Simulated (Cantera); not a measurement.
Feed: 1 mol SiHCl₃, 0.32 mol CH₄, 320 mol H₂, held at 0.0580 bar.

Method: chemical equilibrium by Gibbs-energy minimisation in Cantera with the NASA 1993 tables (ideal gas, pure condensed phases). Candidate condensed phases: C, C₆H₆, C₇H₈, C₈H₁₈, Si, SiC; 109 gas species. Mutual solubility and eutectic melting of coexisting phases are not modelled. The tables' values for SiCl, SiCl₃ are old estimates; treat these amounts as uncertain. Gases not in the tables: Si₂H₆ and higher silanes. The numbers say what is thermodynamically allowed, not how fast it happens.

log p: log10 of the partial pressure in bar; n: condensed amount in mol.

```tsv
T (K)	log p H₂	log p HCl	log p H	log p Si	log p SiCl₂	log p SiH₂	log p SiH	n Si(s)	n SiC(s)	n Si(l)
1150	-1.24	-3.30	-7.75	-12.70	-5.01	___	-12.00	0.596	0.319	0
1250	-1.24	-3.29	-6.94	-11.08	-4.94	___	-10.66	0.609	0.320	0
1350	-1.24	-3.29	-6.24	-9.70	-4.89	___	-9.52	0.606	0.320	0
1450	-1.24	-3.29	-5.64	-8.51	-4.85	___	-8.53	0.601	0.320	0
1550	-1.24	-3.29	-5.12	-7.48	-4.82	___	-7.68	0.595	0.320	0
1650	-1.24	-3.30	-4.66	-6.57	-4.80	___	-6.93	0.586	0.320	0
1750	-1.24	-3.29	-4.25	-5.82	-4.83	___	-6.32	0	0.320	0.577
1850	-1.24	-3.29	-3.89	-5.19	-4.88	___	-5.82	0	0.319	0.543
1950	-1.24	-3.29	-3.56	-4.62	-4.94	___	-5.36	0	0.316	0.417
```

Q: What belongs in the gaps?

A: 
- 1150, log p SiH₂: -9.62
- 1250, log p SiH₂: -8.75
- 1350, log p SiH₂: -8.00
- 1450, log p SiH₂: -7.35
- 1550, log p SiH₂: -6.79
- 1650, log p SiH₂: -6.30
- 1750, log p SiH₂: -5.92
- 1850, log p SiH₂: -5.62
- 1950, log p SiH₂: -5.34
